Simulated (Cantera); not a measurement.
An isothermal, constant-pressure homogeneous reactor starts with CH4 : H2 : CO2 = 0.018 : 1 : 0.013 (molar parts), at 2675 K and 2670 Pa.

Cantera simulation using GRI-Mech 3.0 (53 species, 325 reactions); the numbers are that mechanism's predictions, not measurements. Radical loss at walls, strong at low pressure, is not modelled.

x: mole fraction; the columns are a selection and need not sum to one.

```json
[
 {"t (s)": "0.000400", "x CH4": "0.00902", "x H2": "0.936", "x CO2": "0.00475", "x HO2": "3.08e-11", "x C2H4": "6.96e-5", "x C2H2": "0.00141"},
 {"t (s)": "0.00126", "x CH4": "0.00202", "x H2": "0.919", "x CO2": "4.78e-5", "x HO2": "3.49e-11", "x C2H4": "1.14e-5", "x C2H2": "0.00593"},
 {"t (s)": "0.00400", "x CH4": "[?]", "x H2": "0.907", "x CO2": "[?]", "x HO2": "3.18e-11", "x C2H4": "[?]", "x C2H2": "0.00625"},
 {"t (s)": "0.0126", "x CH4": "0.000136", "x H2": "0.886", "x CO2": "1.25e-5", "x HO2": "8.92e-12", "x C2H4": "4.35e-7", "x C2H2": "0.00392"},
 {"t (s)": "0.0400", "x CH4": "1.50e-5", "x H2": "0.841", "x CO2": "7.23e-7", "x HO2": "<1e-12", "x C2H4": "7.49e-8", "x C2H2": "0.00221"},
 {"t (s)": "0.126", "x CH4": "9.88e-7", "x H2": "0.760", "x CO2": "1.41e-10", "x HO2": "<1e-12", "x C2H4": "2.50e-8", "x C2H2": "0.00203"},
 {"t (s)": "0.400", "x CH4": "5.60e-7", "x H2": "0.711", "x CO2": "8.20e-11", "x HO2": "<1e-12", "x C2H4": "1.53e-8", "x C2H2": "0.00195"},
 {"t (s)": "1.26", "x CH4": "5.46e-7", "x H2": "0.708", "x CO2": "8.02e-11", "x HO2": "<1e-12", "x C2H4": "1.49e-8", "x C2H2": "0.00195"},
 {"t (s)": "4.00", "x CH4": "5.46e-7", "x H2": "0.708", "x CO2": "8.02e-11", "x HO2": "<1e-12", "x C2H4": "1.49e-8", "x C2H2": "0.00195"},
 {"t (s)": "12.6", "x CH4": "5.46e-7", "x H2": "0.708", "x CO2": "8.02e-11", "x HO2": "<1e-12", "x C2H4": "1.49e-8", "x C2H2": "0.00195"},
 {"t (s)": "40.0", "x CH4": "5.46e-7", "x H2": "0.708", "x CO2": "8.02e-11", "x HO2": "<1e-12", "x C2H4": "1.49e-8", "x C2H2": "0.00195"}
]
```

**Question.** Complete the blanks.

**Answer.** 
- 0.00400, x CH4: 0.000389
- 0.00400, x CO2: 2.17e-5
- 0.00400, x C2H4: 1.41e-6
